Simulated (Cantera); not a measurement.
An isothermal, constant-pressure homogeneous reactor starts with CH₄ : H₂ = 1 : 9.9 (molar parts), at 1800 K and 0.133 bar. Integrator tolerance rtol = 1e-08.

Detailed kinetics in Cantera: GRI-Mech 3.0 (53 species, 325 reactions). GRI-Mech 3.0 stops at C3 and has no aromatics, soot or wall deposition, so with more carbon than oxygen in the feed, carbon stays in small species such as C2H2 where larger ones or solid carbon would form.

Q: What does this change do: pressure from 0.133 bar to 0.0267 bar?

A: 
```tsv
quantity	before	after
x(CH₄) at 6.00 s	0.00146 (gas-phase equilibrium 0.00146)	0.000489 (gas-phase equilibrium 0.000294)
x(H₂) at 6.00 s	0.956 (gas-phase equilibrium 0.956)	0.956 (gas-phase equilibrium 0.956)
x(C₂H) at 6.00 s	3.64e-7 (gas-phase equilibrium 3.64e-7)	8.23e-7 (gas-phase equilibrium 8.26e-7)
x(CH₃) at 6.00 s	2.97e-5 (gas-phase equilibrium 2.97e-5)	2.22e-5 (gas-phase equilibrium 1.34e-5)
x(C₂H₂) at 6.00 s	0.0412 (gas-phase equilibrium 0.0412)	0.0417 (gas-phase equilibrium 0.0418)
x(C₂H₄) at 6.00 s	0.000122 (gas-phase equilibrium 0.000122)	2.47e-5 (gas-phase equilibrium 2.47e-5)
```
Radical loss at walls, strong at low pressure, is not modelled.
